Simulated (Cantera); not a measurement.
What does this Cantera script print?

```python
import numpy as np
import cantera as ct

gas = ct.Solution("h2o2.yaml")
gas.TPX = 500, 500000, {'H2': 1.3, 'O2': 0.641, 'N2': 2.41}
inlet = ct.Reservoir(gas, clone=True)
gas.equilibrate("HP")  # start burning
reactor = ct.IdealGasConstPressureReactor(gas, energy="on", clone=False)
exhaust = ct.Reservoir(gas, clone=True)
tau = [0.024, 0.013, 0.0074, 0.0041, 0.0022, 0.0012, 0.00068, 0.00037, 0.0002, 0.00011, 6.2e-05, 3.4e-05, 1.9e-05][0]
for a, b in ((inlet, reactor), (reactor, exhaust)):
    ct.MassFlowController(a, b, mdot=lambda t: reactor.mass / tau)
net = ct.ReactorNet([reactor])
show = ['H2', 'O2', 'OH', 'HO2', 'O']

rows = []
print(f"{'tau/s':>10s}{'T/K':>9s}" + "".join(f"{s:>11s}" for s in show))
for tau in [0.024, 0.013, 0.0074, 0.0041, 0.0022, 0.0012, 0.00068, 0.00037, 0.0002, 0.00011, 6.2e-05, 3.4e-05, 1.9e-05]:
    net.initial_time = 0.0
    net.advance(30 * tau)
    before = gas.X
    net.advance(40 * tau)
    drift = np.max(np.abs(gas.X - before) / (gas.X + 1e-9))
    rows.append([gas.T, *gas[show].X, drift])
    print(f"{tau:10.3e}{gas.T:9.1f}" + "".join(f"{x:11.3e}" for x in gas[show].X))
```

Result:

```
     tau/s      T/K         H2         O2         OH        HO2          O
 2.400e-02   2550.5  1.723e-02  4.431e-03  7.880e-03  2.475e-06  5.694e-04
 1.300e-02   2548.7  1.742e-02  4.512e-03  7.956e-03  2.538e-06  5.825e-04
 7.400e-03   2545.7  1.772e-02  4.641e-03  8.075e-03  2.640e-06  6.036e-04
 4.100e-03   2540.4  1.824e-02  4.865e-03  8.284e-03  2.824e-06  6.418e-04
 2.200e-03   2531.1  1.914e-02  5.252e-03  8.645e-03  3.159e-06  7.117e-04
 1.200e-03   2516.7  2.051e-02  5.842e-03  9.192e-03  3.713e-06  8.273e-04
 6.800e-04   2496.8  2.233e-02  6.637e-03  9.918e-03  4.550e-06  1.001e-03
 3.700e-04   2466.7  2.495e-02  7.796e-03  1.094e-02  5.969e-06  1.290e-03
 2.000e-04   2425.3  2.830e-02  9.324e-03  1.219e-02  8.226e-06  1.734e-03
 1.100e-04   2373.2  3.217e-02  1.117e-02  1.350e-02  1.159e-05  2.358e-03
 6.200e-05   2311.1  3.635e-02  1.330e-02  1.471e-02  1.637e-05  3.171e-03
 3.400e-05   2232.3  4.110e-02  1.593e-02  1.571e-02  2.366e-05  4.266e-03
 1.900e-05   2142.6  4.596e-02  1.892e-02  1.620e-02  3.373e-05  5.534e-03
```

Detailed kinetics in Cantera: the H2/O2 subset of GRI-Mech 3.0, which has no nitrogen chemistry. The hydrogen kinetics of GRI-Mech 3.0 are dated; newer H2 mechanisms differ, most at raised pressure.
